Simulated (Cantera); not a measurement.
An isothermal, constant-pressure homogeneous reactor starts with NO : N2 = 1 : 6.6 (molar parts), at 2025 K and 7.50 Torr. Integrator tolerance rtol = 1e-08.

Model: GRI-Mech 3.0 (53 species, 325 reactions), integrated in Cantera. Radical loss at walls, strong at low pressure, is not modelled.

Question: What does this change do: pressure from 7.50 Torr to 36.8 Torr?

Answer: 
| quantity | before | after |
|---|---|---|
| x(NO) at 2.00 s | 0.128 (gas-phase equilibrium 0.00487) | 0.116 (gas-phase equilibrium 0.00489) |
| x(O) at 2.00 s | 0.000517 (gas-phase equilibrium 0.00203) | 0.000374 (gas-phase equilibrium 0.000921) |
| x(NO2) at 2.00 s | 2.20e-6 (gas-phase equilibrium 4.38e-7) | 8.57e-6 (gas-phase equilibrium 9.79e-7) |
| x(O2) at 2.00 s | 0.00160 (gas-phase equilibrium 0.0623) | 0.00756 (gas-phase equilibrium 0.0629) |
| x(N2) at 2.00 s | 0.870 (gas-phase equilibrium 0.931) | 0.876 (gas-phase equilibrium 0.931) |
| x(N2O) at 2.00 s | 6.52e-6 (gas-phase equilibrium 2.97e-8) | 5.65e-6 (gas-phase equilibrium 6.61e-8) |

Question: What does this change do: 0.079 parts H2O added?

Answer: 
```tsv
quantity	before	after
x(NO) at 2.00 s	0.128 (gas-phase equilibrium 0.00487)	0.122 (gas-phase equilibrium 0.00481)
x(O) at 2.00 s	0.000517 (gas-phase equilibrium 0.00203)	0.000498 (gas-phase equilibrium 0.00201)
x(NO2) at 2.00 s	2.20e-6 (gas-phase equilibrium 4.38e-7)	2.80e-6 (gas-phase equilibrium 4.29e-7)
x(O2) at 2.00 s	0.00160 (gas-phase equilibrium 0.0623)	0.00387 (gas-phase equilibrium 0.0613)
x(N2) at 2.00 s	0.870 (gas-phase equilibrium 0.931)	0.863 (gas-phase equilibrium 0.921)
x(N2O) at 2.00 s	6.52e-6 (gas-phase equilibrium 2.97e-8)	1.77e-6 (gas-phase equilibrium 2.92e-8)
```

Question: What does this change do: temperature 2025 to 2125 K?

Answer: 
| quantity | before | after |
|---|---|---|
| x(NO) at 2.00 s | 0.128 (gas-phase equilibrium 0.00487) | 0.120 (gas-phase equilibrium 0.00619) |
| x(O) at 2.00 s | 0.000517 (gas-phase equilibrium 0.00203) | 0.00129 (gas-phase equilibrium 0.00409) |
| x(NO2) at 2.00 s | 2.20e-6 (gas-phase equilibrium 4.38e-7) | 2.66e-6 (gas-phase equilibrium 4.70e-7) |
| x(O2) at 2.00 s | 0.00160 (gas-phase equilibrium 0.0623) | 0.00502 (gas-phase equilibrium 0.0605) |
| x(N2) at 2.00 s | 0.870 (gas-phase equilibrium 0.931) | 0.874 (gas-phase equilibrium 0.929) |
| x(N2O) at 2.00 s | 6.52e-6 (gas-phase equilibrium 2.97e-8) | 5.61e-6 (gas-phase equilibrium 3.75e-8) |
